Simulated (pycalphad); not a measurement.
Computed with pycalphad from the COST 507 light-alloy database (1999), at 1 atm. The data set is of 1999 and partly superseded. The system is extrapolated from its subsystems; higher-order compounds may be missing. Kinetics are ignored, which matters at the lower temperatures.

Question: How does the equilibrium phase assembly of Ti-0.3405Si-3.237V (wt.%) change on cooling from 2850 K to 525 K?

Answer: 
```
T (K)   phases above       phases below
------  ------------  -----------------
1920.4        liquid       bcc + liquid
1858.6  bcc + liquid                bcc
1092.2           bcc          bcc + hcp
936.6      bcc + hcp  bcc + hcp + SITI3
```
Changes were sought between steps of 75 K, so a narrower field can be missed.

Database names, with the compositions (at.%) that they take in these runs: SITI3: Ti 75 Si 25.
